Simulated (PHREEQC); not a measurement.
Make-up at 25 °C: 0.0066 mol Na2HAsO4, 0.0073 mol HCl and 0.16 mol NaCl per kg of water. Closed to the air; pH follows from the charge balance.

Computed with PHREEQC (ion-association model, wateq4f.dat).

| quantity | before | after |
|---|---|---|
| pH | 3.49 | 2.66 |
| ionic strength (mol/kgw) | 0.174 | 0.176 |
| H2AsO4- (mol/kgw) | 0.00630 | 0.00502 |
| H3AsO4 (mol/kgw) | 0.000297 | 0.00158 |
| HAsO4-2 (mol/kgw) | 3.13e-6 | 3.74e-7 |
| SI of Halite (NaCl) | -3.39 | -3.38 |

Q: Which change was made?
A) HCl from 0.0073 to 0.0365 mol/kgw
B) HCl left out
C) NaCl replaced by MnCl2 at the same molality
D) HCl from 0.0073 to 0.0109 mol/kgw
E) HCl replaced by NiCl2 at the same molality

A: D, HCl from 0.0073 to 0.0109 mol/kgw

Precipitation was switched off in this run.
